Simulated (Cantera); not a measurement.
# Low-pressure radical oxidation in H2/O2

A perfectly stirred reactor is fed with 10.7 % H2, 89.3 % O2, at 0.0340 bar; it is held at 950 K, and followed from long to short residence time.

Model: the H2/O2 subset of GRI-Mech 3.0, which has no nitrogen chemistry, integrated in Cantera. Radical loss at walls, strong at low pressure, is not modelled. The temperature is held fixed by assumption; the heat of reaction is taken as removed at once.

```
τ (s)        x H2   x O2   x H2O2       x O   x H2O       x H
-------  --------  -----  -------  --------  ------  --------
6.2      0.000348  0.887  2.89e-7  0.000101   0.113   5.16e-6
1.5      0.000807  0.887  4.25e-7  0.000247   0.112   2.13e-5
0.38      0.00175  0.886  5.92e-7  0.000557   0.111   8.34e-5
0.094     0.00371  0.885  7.94e-7   0.00122   0.109  0.000331
0.023     0.00777  0.884  1.01e-6   0.00258   0.104   0.00129
0.0058     0.0158  0.880  1.15e-6   0.00509  0.0926   0.00452
0.0014     0.0327  0.874  1.10e-6   0.00864  0.0693    0.0125
0.00036    0.0667  0.876  7.66e-7   0.00808  0.0327    0.0140
```
x: mole fraction; the columns are a selection and need not sum to one.
